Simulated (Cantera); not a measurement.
A perfectly stirred reactor is fed with 9.62 % C₃H₈, 90.4 % H₂, at 26000 Pa; it is held at 1950 K, and followed from long to short residence time.

Detailed kinetics in Cantera: GRI-Mech 3.0 (53 species, 325 reactions). GRI-Mech 3.0 was tuned for natural gas; its chemistry of propane as a main component is partial and can be far from experiment. GRI-Mech 3.0 stops at C3 and has no aromatics, soot or wall deposition, so with more carbon than oxygen in the feed, carbon stays in small species such as C2H2 where larger ones or solid carbon would form.

x: mole fraction; the columns are a selection and need not sum to one.

```json
[
 {"τ (s)": "26", "x C₃H₈": "(withheld)", "x H₂": "0.885", "x C₂H₆": "4.09e-8", "x CH₄": "0.00171", "x C₂H₄": "0.000228"},
 {"τ (s)": "9.3", "x C₃H₈": "(withheld)", "x H₂": "0.885", "x C₂H₆": "5.52e-8", "x CH₄": "0.00203", "x C₂H₄": "0.000228"},
 {"τ (s)": "3.4", "x C₃H₈": "(withheld)", "x H₂": "0.884", "x C₂H₆": "9.37e-8", "x CH₄": "0.00272", "x C₂H₄": "0.000229"},
 {"τ (s)": "1.2", "x C₃H₈": "(withheld)", "x H₂": "0.883", "x C₂H₆": "2.03e-7", "x CH₄": "0.00408", "x C₂H₄": "0.000231"},
 {"τ (s)": "0.46", "x C₃H₈": "(withheld)", "x H₂": "0.882", "x C₂H₆": "4.70e-7", "x CH₄": "0.00623", "x C₂H₄": "0.000237"},
 {"τ (s)": "0.17", "x C₃H₈": "(withheld)", "x H₂": "0.880", "x C₂H₆": "1.18e-6", "x CH₄": "0.00982", "x C₂H₄": "0.000256"},
 {"τ (s)": "0.061", "x C₃H₈": "(withheld)", "x H₂": "0.876", "x C₂H₆": "3.06e-6", "x CH₄": "0.0156", "x C₂H₄": "0.000311"},
 {"τ (s)": "0.022", "x C₃H₈": "(withheld)", "x H₂": "0.871", "x C₂H₆": "7.69e-6", "x CH₄": "0.0239", "x C₂H₄": "0.000459"},
 {"τ (s)": "0.0082", "x C₃H₈": "(withheld)", "x H₂": "0.863", "x C₂H₆": "1.79e-5", "x CH₄": "0.0348", "x C₂H₄": "0.000811"},
 {"τ (s)": "0.0030", "x C₃H₈": "(withheld)", "x H₂": "0.855", "x C₂H₆": "3.97e-5", "x CH₄": "0.0479", "x C₂H₄": "0.00163"},
 {"τ (s)": "0.0011", "x C₃H₈": "(withheld)", "x H₂": "0.845", "x C₂H₆": "8.20e-5", "x CH₄": "0.0616", "x C₂H₄": "0.00338"}
]
```

### Question
Fill in the missing entries.

### Answer

- 26, x C₃H₈: 1.17e-8
- 9.3, x C₃H₈: 3.26e-8
- 3.4, x C₃H₈: 8.93e-8
- 1.2, x C₃H₈: 2.53e-7
- 0.46, x C₃H₈: 6.60e-7
- 0.17, x C₃H₈: 1.78e-6
- 0.061, x C₃H₈: 4.95e-6
- 0.022, x C₃H₈: 1.36e-5
- 0.0082, x C₃H₈: 3.56e-5
- 0.0030, x C₃H₈: 9.35e-5
- 0.0011, x C₃H₈: 0.000239
